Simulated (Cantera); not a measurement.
Cantera with NASA thermochemical tables; ideal gases at 1 bar, condensed phases pure. Values are per mole of reaction as written; species without (g) are pure solids or liquids, kept so even where they would boil at 1 bar.

Q: Between 725 and 1475 K, where is each reaction favourable under standard conditions?
- S2(g) + 2 PbF2 + 2 H2(g) ⇌ 4 HF(g) + 2 PbS
- 4 F(g) + PbS ⇌ SF4(g) + Pb(g)
- SF4(g) + PbF2 ⇌ SF6(g) + Pb(g)

A: 
- S2(g) + 2 PbF2 + 2 H2(g) ⇌ 4 HF(g) + 2 PbS: ΔG° is -171 kJ at 725 K and -226 kJ at 1475 K; it stays negative (K > 1). ΔH° is -132 kJ and ΔS° 64 J/K at 1475 K.
- 4 F(g) + PbS ⇌ SF4(g) + Pb(g): ΔG° is -598 kJ at 725 K and -384 kJ at 1475 K; it stays negative (K > 1). ΔH° is -831 kJ and ΔS° -303 J/K at 1475 K.
- SF4(g) + PbF2 ⇌ SF6(g) + Pb(g): ΔG° is 382 kJ at 725 K and 383 kJ at 1475 K; it stays positive (K < 1). ΔH° is 355 kJ and ΔS° -19 J/K at 1475 K.
